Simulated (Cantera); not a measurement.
A Cantera script and its output.

```python
import numpy as np
import cantera as ct

gas = ct.Solution("gri30.yaml")


def delay(T, t_max=10):
    gas.TPX = T, 35000, {'CO': 1, 'H2': 0.14, 'O2': 1.19, 'N2': 4.47}
    reactor = ct.IdealGasReactor(gas, clone=False)
    net = ct.ReactorNet([reactor])
    net.rtol, net.atol = 1e-8, 1e-16
    while net.time < t_max:
        t_old, T_old = net.time, reactor.T
        net.step()
        if reactor.T > T + 400:  # ignition: a rise of 400 K
            return t_old + (T + 400 - T_old) / (reactor.T - T_old) * (net.time - t_old)
    return np.nan


taus = []
for T in [1100, 1175, 1250, 1325, 1400, 1475, 1550]:
    taus.append(delay(T))
    print(f"T0 = {T:6g} K   tau = {taus[-1]:.4e} s")
```

Output:

```
T0 =   1100 K   tau = 6.2484e-04 s
T0 =   1175 K   tau = 4.8591e-04 s
T0 =   1250 K   tau = 4.1550e-04 s
T0 =   1325 K   tau = 3.8165e-04 s
T0 =   1400 K   tau = 3.7214e-04 s
T0 =   1475 K   tau = 3.8190e-04 s
T0 =   1550 K   tau = 4.0800e-04 s
```

Model: GRI-Mech 3.0 (53 species, 325 reactions), integrated in Cantera. Where the delays flatten at high temperature, the 400 K rule measures the pace of heat release, not the induction time.
